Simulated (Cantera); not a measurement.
An adiabatic, constant-pressure homogeneous reactor starts with CH₄ : H₂ : O₂ : N₂ = 1 : 0.46 : 1.31 : 12.2 (molar parts), at 1723 K and 100000 Pa. Integrator tolerance rtol = 1e-08.

Model: GRI-Mech 3.0 (53 species, 325 reactions), integrated in Cantera.

**Question.** What does this change do: initial temperature 1723 to 1100 K?

**Answer.** 
```
quantity                                                              before                                      after
---------------------------------  -----------------------------------------  -----------------------------------------
time of steepest temperature rise                                   0.187 ms                                    26.1 ms
temperature at 1.00 s                                                 2425 K                                     1868 K
equilibrium temperature                                               2425 K                                     1868 K
x(CH₄) at 1.00 s                       <1e-12 (gas-phase equilibrium <1e-12)  2.17e-11 (gas-phase equilibrium 2.24e-11)
x(H₂) at 1.00 s                        0.0642 (gas-phase equilibrium 0.0642)      0.0688 (gas-phase equilibrium 0.0688)
x(O₂) at 1.00 s                      3.29e-5 (gas-phase equilibrium 3.29e-5)    1.64e-8 (gas-phase equilibrium 1.65e-8)
x(NO) at 1.00 s                    0.000250 (gas-phase equilibrium 0.000250)    1.22e-5 (gas-phase equilibrium 1.45e-6)
x(C₂H₆) at 1.00 s                      <1e-12 (gas-phase equilibrium <1e-12)      <1e-12 (gas-phase equilibrium <1e-12)
x(H₂O₂) at 1.00 s                    3.07e-9 (gas-phase equilibrium 3.07e-9)  1.32e-11 (gas-phase equilibrium 1.32e-11)
x(H₂O) at 1.00 s                       0.0895 (gas-phase equilibrium 0.0895)      0.0882 (gas-phase equilibrium 0.0882)
```

**Question.** What does this change do: 1.4 parts CO2 added?

**Answer.** 
```json
[
 {"quantity": "time of steepest temperature rise", "before": "0.187 ms", "after": "0.214 ms"},
 {"quantity": "temperature at 1.00 s", "before": "2425 K", "after": "2328 K"},
 {"quantity": "equilibrium temperature", "before": "2425 K", "after": "2328 K"},
 {"quantity": "x(CH₄) at 1.00 s", "before": "<1e-12 (gas-phase equilibrium <1e-12)", "after": "<1e-12 (gas-phase equilibrium <1e-12)"},
 {"quantity": "x(H₂) at 1.00 s", "before": "0.0642 (gas-phase equilibrium 0.0642)", "after": "0.0273 (gas-phase equilibrium 0.0273)"},
 {"quantity": "x(O₂) at 1.00 s", "before": "3.29e-5 (gas-phase equilibrium 3.29e-5)", "after": "0.000106 (gas-phase equilibrium 0.000106)"},
 {"quantity": "x(NO) at 1.00 s", "before": "0.000250 (gas-phase equilibrium 0.000250)", "after": "0.000356 (gas-phase equilibrium 0.000356)"},
 {"quantity": "x(C₂H₆) at 1.00 s", "before": "<1e-12 (gas-phase equilibrium <1e-12)", "after": "<1e-12 (gas-phase equilibrium <1e-12)"},
 {"quantity": "x(H₂O₂) at 1.00 s", "before": "3.07e-9 (gas-phase equilibrium 3.07e-9)", "after": "5.61e-9 (gas-phase equilibrium 5.61e-9)"},
 {"quantity": "x(H₂O) at 1.00 s", "before": "0.0895 (gas-phase equilibrium 0.0895)", "after": "0.115 (gas-phase equilibrium 0.115)"}
]
```

**Question.** What does this change do: pressure from 100000 Pa to 310000 Pa?

**Answer.** 
| quantity | before | after |
|---|---|---|
| time of steepest temperature rise | 0.187 ms | 77.5 µs |
| temperature at 1.00 s | 2425 K | 2441 K |
| equilibrium temperature | 2425 K | 2441 K |
| x(CH₄) at 1.00 s | <1e-12 (gas-phase equilibrium <1e-12) | 6.10e-12 (gas-phase equilibrium 6.88e-12) |
| x(H₂) at 1.00 s | 0.0642 (gas-phase equilibrium 0.0642) | 0.0647 (gas-phase equilibrium 0.0647) |
| x(O₂) at 1.00 s | 3.29e-5 (gas-phase equilibrium 3.29e-5) | 1.25e-5 (gas-phase equilibrium 1.25e-5) |
| x(NO) at 1.00 s | 0.000250 (gas-phase equilibrium 0.000250) | 0.000159 (gas-phase equilibrium 0.000159) |
| x(C₂H₆) at 1.00 s | <1e-12 (gas-phase equilibrium <1e-12) | <1e-12 (gas-phase equilibrium <1e-12) |
| x(H₂O₂) at 1.00 s | 3.07e-9 (gas-phase equilibrium 3.07e-9) | 3.47e-9 (gas-phase equilibrium 3.47e-9) |
| x(H₂O) at 1.00 s | 0.0895 (gas-phase equilibrium 0.0895) | 0.0903 (gas-phase equilibrium 0.0903) |
